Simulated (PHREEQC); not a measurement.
Make-up at 8.3 °C: 0.002 mol LiOH, 3.1e-05 mol K2SiO3 and 0.21 mol (CH3)4NCl per kg of water. Closed to the air; pH follows from the charge balance.

The numbers come from PHREEQC with the ion-association model, phreeqc.dat.

```
quantity                  before  after
------------------------  ------  -----
pH                         11.76  10.09
ionic strength (mol/kgw)   0.212  0.210
SI of Sylvite (KCl)        -5.99  -5.99
```

**Question.** Which change was made?
A) temperature from 8.3 to 5 °C
B) 0.17 mol/kgw Na2CO3 added
C) LiOH from 0.002 to 0.0002 mol/kgw
D) K2SiO3 replaced by KCl at the same molality
E) LiOH left out

**Answer.** E, LiOH left out

This is a speciation only: nothing precipitates in the calculation. (CH3)4N+ isn't in the database: it is added as a free cation with an ion size of 4 Å. At this temperature some constants are extrapolated from 25 °C, and those without enthalpy data are left unchanged.
